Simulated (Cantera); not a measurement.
A closed system holds: 1 mol C₃H₈, 3.2 mol CO₂, 0.62 mol N₂.

Method: chemical equilibrium by Gibbs-energy minimisation in Cantera with the NASA 1993 tables (ideal gas, pure condensed phases). Candidate condensed phases: C, C₆H₆, C₇H₈, C₈H₁₈, H₂O; 136 gas species. The ideal-gas law is rough above about 30 bar. Kinetics and transport are ignored.

**Question.** What condenses at these points (T in K, P in Pa): (1050, 27000); (1125, 72); (1275, 72); (1500, 520); (1200, 3700)?

**Answer.** 
```json
[
 {"T (K)": "1050", "P in Pa": "27000", "condensed phases": "C", "C condensed (%)": "1.2"},
 {"T (K)": "1125", "P in Pa": "72", "condensed phases": "gas only", "C condensed (%)": "0.0"},
 {"T (K)": "1275", "P in Pa": "72", "condensed phases": "gas only", "C condensed (%)": "0.0"},
 {"T (K)": "1500", "P in Pa": "520", "condensed phases": "gas only", "C condensed (%)": "0.0"},
 {"T (K)": "1200", "P in Pa": "3700", "condensed phases": "gas only", "C condensed (%)": "0.0"}
]
```
